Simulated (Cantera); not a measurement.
**Diamond growth**

A diamond (100) surface in a fixed gas of H2 with x(CH4) = 0.0049, x(CH3) = 0.00026, at 1075 K, 0.118 atm; coverages are run to steady state.

Computed with Cantera and the Harris–Goodwin 1993 mechanism for the reconstructed diamond (100) surface.

| x(H) | growth (µm/h) | θ c6HH | θ c6H* | θ c6*H | θ c6** | θ c6HM |
|---|---|---|---|---|---|---|
| 0.0001 | 2.34 | 0.514 | 0.0183 | 0.307 | 0.00378 | 0.104 |
| 0.00021 | 4.77 | 0.486 | 0.0199 | 0.334 | 0.00635 | 0.102 |
| 0.00046 | 8.69 | 0.482 | 0.0213 | 0.358 | 0.00933 | 0.0864 |
| 0.00099 | 13.2 | 0.493 | 0.0227 | 0.381 | 0.0119 | 0.0614 |
| 0.0021 | 17.0 | 0.507 | 0.0238 | 0.400 | 0.0137 | 0.0376 |
| 0.0045 | 19.7 | 0.518 | 0.0247 | 0.413 | 0.0149 | 0.0203 |
| 0.0097 | 21.3 | 0.524 | 0.0252 | 0.420 | 0.0156 | 0.0102 |
| 0.021 | 22.1 | 0.528 | 0.0257 | 0.423 | 0.0159 | 0.00489 |
| 0.045 | 22.6 | 0.529 | 0.0265 | 0.425 | 0.0162 | 0.00233 |
θ: site fractions in the mechanism's names (c6HH fully hydrogenated, c6H* and c6*H radical sites, c6** diradical, c6HM methylated).
